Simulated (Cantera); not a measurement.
# Equilibrium for silicon carbide growth: CH₃SiCl₃ + H₂

Charge: 1 mol CH₃SiCl₃, 1.6 mol H₂, held at 60.0 mbar.

These are equilibrium values from Cantera (NASA tables, ideal gas, pure condensed phases), not measurements of a reactor. Candidate condensed phases: C, C₆H₆, C₇H₈, C₈H₁₈, Si, SiC; 109 gas species. The feed counts by its element totals alone. The tables' values for SiCl₃, SiCl are old estimates; treat these amounts as uncertain. Kinetics and transport are ignored.

From 850 °C to 1750 °C the condensed part is C(graphite) + SiC(s). The main Si-bearing gas is SiCl₄ at 850 °C and SiCl₂ at 1750 °C. The share of Si in condensed phases is highest at 1300 °C (81.3 %) and lowest at 850 °C (52.8 %).

```tsv
T (°C)	x H₂	x HCl	x SiCl₄	x SiCl₂	x SiCl₃	n C(graphite)	n SiC(s)
850	0.610	0.275	0.108	0.000268	0.00153	0.470	0.528
1000	0.508	0.420	0.0623	0.00230	0.00467	0.311	0.689
1150	0.434	0.520	0.0260	0.00995	0.00808	0.203	0.796
1300	0.405	0.554	0.00745	0.0246	0.00834	0.187	0.813
1450	0.405	0.544	0.00179	0.0421	0.00633	0.231	0.769
1600	0.415	0.517	0.000448	0.0598	0.00435	0.296	0.703
1750	0.427	0.484	0.000125	0.0762	0.00293	0.364	0.632
```
x: gas mole fraction; n: condensed amount in mol.
